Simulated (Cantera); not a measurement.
Input: 1 mol FeS2, 0.38 mol H2, 0.4 mol H2O, at 0.00133 bar.

Cantera equilibrium calculation (NASA polynomials, part measured and part estimated; ideal gas, pure solids and liquids). Candidate condensed phases: Fe, FeO, Fe(OH)2, Fe(OH)3, FeS, FeSO4, FeS2, Fe2O3, Fe2(SO4)3, Fe3O4, H2O, H2SO4, S; 22 gas species. FeS: taken at fixed stoichiometry. Gases not in the tables: S3 to S7. Rates play no part.

Problem. Which condensed phases are stable at each of these points (T (°C)): 725, 800, 875, 950, 1025, 1100, 1175, 1250, 1325, 1400?

Solution. 
```json
[
 {"T (°C)": "725", "condensed phases": "FeS(s)", "Fe condensed (%)": "100.0"},
 {"T (°C)": "800", "condensed phases": "FeS(s)", "Fe condensed (%)": "100.0"},
 {"T (°C)": "875", "condensed phases": "FeS(s)", "Fe condensed (%)": "100.0"},
 {"T (°C)": "950", "condensed phases": "FeS(s)", "Fe condensed (%)": "100.0"},
 {"T (°C)": "1025", "condensed phases": "FeS(s)", "Fe condensed (%)": "100.0"},
 {"T (°C)": "1100", "condensed phases": "FeS(s)", "Fe condensed (%)": "100.0"},
 {"T (°C)": "1175", "condensed phases": "FeS(s)", "Fe condensed (%)": "100.0"},
 {"T (°C)": "1250", "condensed phases": "FeS(l)", "Fe condensed (%)": "100.0"},
 {"T (°C)": "1325", "condensed phases": "FeS(l)", "Fe condensed (%)": "100.0"},
 {"T (°C)": "1400", "condensed phases": "FeS(l)", "Fe condensed (%)": "99.8"}
]
```

From 725 °C to 1175 °C the condensed part is FeS(s). From 1250 °C to 1400 °C the condensed part is FeS(l).
